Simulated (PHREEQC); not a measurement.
0.031 g of hydrous ferric oxide (600 m²/g; 0.2 weak and 0.005 strong sites per Fe, Dzombak-Morel constants, diffuse double layer) in 1 kg of water with 0.01 mol/kgw of an inert sodium salt and 7.3e-06 mol CaCl2, 7.7e-05 mol Ag2SO4 and 4.4e-05 mol ZnSO4, at 25 °C; the pH is set by adding NaOH or the inert anion's acid. Oxygen alone is held at its pressure in air (log pO2 = -0.68). CO2 from the air is kept out. No solid was allowed to form.

Base run: PHREEQC, ion-association model, wateq4f.dat. Each further column changes one thing. The table gives Zn sorbed (%).

```csv
pH,base,no electrostatic term (-no_edl),background salt from 0.01 to 0.001 mol/kgw,oxide from 0.031 to 0.15 g/kgw,0.00025 mol/kgw Na2SO4 added
4,0.0,0.0,0.0,0.0,0.0
4.5,0.1,0.1,0.1,[?],0.1
5.5,1.7,2.5,2.0,7.5,1.9
6,3.7,5.8,4.0,16.1,4.0
6.5,8.3,19.1,9.3,32.5,9.2
7.5,42.3,82.1,43.8,90.5,[?]
8,58.9,93.0,59.1,[?],60.2
8.5,67.2,94.9,66.4,[?],67.6
9.5,58.6,61.7,58.0,99.5,58.6
10,44.5,20.6,44.2,99.1,44.6
```

Some entries are withheld; supply them.


- 4.5, oxide from 0.031 to 0.15 g/kgw: 0.2
- 7.5, 0.00025 mol/kgw Na2SO4 added: 44.8
- 8, oxide from 0.031 to 0.15 g/kgw: 98.3
- 8.5, oxide from 0.031 to 0.15 g/kgw: 99.6

In at least one series the solution becomes supersaturated in solids that the run did not let form, among them Zn(OH)2-e, Cerargyrite.
